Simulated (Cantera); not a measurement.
Charge: 1 mol MgF2, 0.018 mol HF, 0.95 mol N2.

Method: chemical equilibrium by Gibbs-energy minimisation in Cantera with the NASA 1993 tables (ideal gas, pure condensed phases). Candidate condensed phases: Mg, MgF2; 28 gas species. Kinetics and transport are ignored.

**Question.** What condenses at these points (T in K, P in Pa): (1673, 18); (1473, 560); (1373, 100000); (1173, 3.2); (1473, 560)?

**Answer.** 
| T (K) | P in Pa | condensed phases | Mg condensed (%) |
|---|---|---|---|
| 1673 | 18 | gas only | 0.0 |
| 1473 | 560 | MgF2 | 99.4 |
| 1373 | 100000 | MgF2 | 100.0 |
| 1173 | 3.2 | MgF2 | 100.0 |
| 1473 | 560 | MgF2 | 99.4 |
